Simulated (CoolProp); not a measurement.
A Linde-Hampson liquefier for normal hydrogen: isothermal reversible compression at 300 K from 1 atm to 10 MPa, throttling to 1 atm, return gas leaving the recuperator 0 K below the feed. Each further row changes one setting.

Values from CoolProp's reference Helmholtz-energy equation of state, Leachman 2009.

```csv
case,compression work (kJ/kg of gas)
as stated,5750
high pressure 20 MPa,6690
warm-end temperature 330 K,6320
warm-end gap 5 K,5750
```
